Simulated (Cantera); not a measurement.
A closed system holds: 1 mol Si, 1 mol HF, 6.8 mol N₂, 3.5 mol NF₃, equilibrated at 1673 K and 750 Torr.

Cantera equilibrium calculation (NASA polynomials, part measured and part estimated; ideal gas, pure solids and liquids). Candidate condensed phases: Si, Si₃N₄; 37 gas species. Equilibrium is a limit: real reactors are often held back by kinetics, nucleation or transport.

Base state: N₂ 0.504, F 0.374, HF 0.0589, SiF₄ 0.0589, F₂ 0.00469 (mole fractions); condensed: gas only.

Problem. What changes in the equilibrium state with this change: NF₃ from 3.5 to 5.3 mol?

Solution. 
| species | before | after |
|---|---|---|
| F | 0.374 | 0.497 |
| N₂ | 0.504 | 0.408 |
| SiF₄ | 0.0589 | 0.0432 |
| HF | 0.0589 | 0.0432 |
| F₂ | 0.00469 | 0.00831 |
